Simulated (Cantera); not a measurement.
Input: 1 mol Fe2O3, 0.016 mol H2O, 0.54 mol N2, held at 0.0130 bar.

Method: chemical equilibrium by Gibbs-energy minimisation in Cantera with the NASA 1993 tables (ideal gas, pure condensed phases). Candidate condensed phases: Fe, FeO, Fe(OH)2, Fe(OH)3, Fe2O3, Fe3O4, H2O; 27 gas species. Mutual solubility and eutectic melting of coexisting phases are not modelled. Kinetics and transport are ignored.

Question: At 1200 K, list the 3 most abundant gas species with their mole fractions, and the condensed phases.

Answer: N2 0.971, H2O 0.0288, O2 3.40e-5. Condensed: Fe2O3(s) + Fe3O4(s).
